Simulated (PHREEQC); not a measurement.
Consider water at 20 °C with 0.008 mol/kgw CuCl2 and 3.3e-05 mol/kgw FeCl3. Closed to the air; pH follows from the charge balance.

All values are PHREEQC results (ion-association model, phreeqc.dat), not measurements.

No solid was allowed to form.

Problem. Order these Fe species by the share of Fe that they hold, largest first: Fe+3, FeOH+2, Fe(OH)2+, Fe(OH)3.

Solution. Fe(OH)2+ (76 %), FeOH+2 (23 %), Fe+3 (0.43 %), Fe(OH)3 (0.13 %)

The pH is 4.28 and the ionic strength 0.0238 mol/kgw. The solution is supersaturated, for example in Fe(OH)3(a), Hematite (slow to form), so a real one may precipitate; this is no full list.
